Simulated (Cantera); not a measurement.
Cantera run, input and output.

```python
import numpy as np
import cantera as ct

gas = ct.Solution("gri30.yaml")
gas.TPX = 1648, 1000000, {'CH4': 1, 'C2H6': 0.068, 'O2': 0.932, 'N2': 3.51}
reactor = ct.IdealGasReactor(gas, energy="on", clone=False)
net = ct.ReactorNet([reactor])
net.rtol, net.atol = 1e-08, 1e-16
show = ['CH4', 'C2H6', 'O2', 'CH3', 'CO', 'H2', 'NO']
times = np.geomspace(2e-06, 2, 11)

steps = ct.SolutionArray(gas, extra=["t"])
rows = []
print(f"{'t/s':>10s}{'T/K':>9s}{'P/Pa':>11s}" + "".join(f"{s:>11s}" for s in show))
for t in times:
    while net.time < t:
        t_next = net.step()
        steps.append(gas.state, t=t_next)
    rows.append([np.interp(t, steps.t, y) for y in (steps.T, steps.P, *steps(*show).X.T)])
    print(f"{t:10.3e}{rows[-1][0]:9.1f}{rows[-1][1]:11.4g}" + "".join(f"{x:11.3e}" for x in rows[-1][2:]))
rate = np.gradient(steps.T, steps.t)
print("integrator steps:", len(steps.t))
if steps.T.max() > steps.T[0] + 200:
    print(f"time of steepest temperature rise: {steps.t[rate.argmax()]:.4e} s")
gas.TPX = 1648, 1000000, {'CH4': 1, 'C2H6': 0.068, 'O2': 0.932, 'N2': 3.51}
gas.equilibrate("UV")
print(f"equilibrium (UV): T = {gas.T:.1f} K  " + "  ".join(f"{s} {gas[s].X[0]:.3e}" for s in show))
```

Result:

```
       t/s      T/K       P/Pa        CH4       C2H6         O2        CH3         CO         H2         NO
 2.000e-06   1645.5  9.989e+05  1.812e-01  1.192e-02  1.689e-01  6.620e-04  4.746e-06  1.335e-04  6.936e-13
 7.962e-06   1654.8  1.006e+06  1.776e-01  1.093e-02  1.664e-01  1.067e-03  3.743e-04  1.929e-03  1.386e-11
 3.170e-05   2770.3   2.05e+06  1.878e-03  5.817e-07  4.474e-06  1.083e-03  1.364e-01  1.939e-01  1.033e-04
 1.262e-04   2758.7   2.09e+06  1.094e-08  2.410e-17  3.064e-06  6.074e-09  1.554e-01  2.213e-01  2.863e-04
 5.024e-04   2760.2  2.091e+06  9.584e-09  1.891e-17  3.112e-06  5.346e-09  1.554e-01  2.212e-01  1.180e-04
 2.000e-03   2760.3  2.091e+06  9.544e-09  1.877e-17  3.115e-06  5.325e-09  1.554e-01  2.212e-01  1.081e-04
 7.962e-03   2760.3  2.091e+06  9.544e-09  1.877e-17  3.115e-06  5.325e-09  1.554e-01  2.212e-01  1.081e-04
 3.170e-02   2760.3  2.091e+06  9.544e-09  1.877e-17  3.115e-06  5.325e-09  1.554e-01  2.212e-01  1.081e-04
 1.262e-01   2760.3  2.091e+06  9.544e-09  1.877e-17  3.115e-06  5.325e-09  1.554e-01  2.212e-01  1.081e-04
 5.024e-01   2760.3  2.091e+06  9.544e-09  1.877e-17  3.115e-06  5.325e-09  1.554e-01  2.212e-01  1.081e-04
 2.000e+00   2760.3  2.091e+06  9.544e-09  1.877e-17  3.115e-06  5.325e-09  1.554e-01  2.212e-01  1.081e-04
integrator steps: 1747
time of steepest temperature rise: 2.7131e-05 s
equilibrium (UV): T = 2760.3 K  CH4 1.068e-08  C2H6 2.291e-17  O2 3.115e-06  CH3 5.960e-09  CO 1.554e-01  H2 2.212e-01  NO 1.081e-04
```

Detailed kinetics in Cantera: GRI-Mech 3.0 (53 species, 325 reactions).
